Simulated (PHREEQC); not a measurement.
Consider water at 68 °C with 0.23 mmol/kgw PbCl2 and 0.16 mmol/kgw HNO3. Closed to the air; pH follows from the charge balance.

Computed with PHREEQC (ion-association model, wateq4f.dat).

This is a speciation only: nothing precipitates in the calculation.

Question: What pH does the model give?

Answer: pH 3.81.

Question: In which forms is Pb present?

Answer: Pb+2 96 %, PbCl+ 3.8 % of the Pb.

Constants without temperature data keep their 25 °C values here.
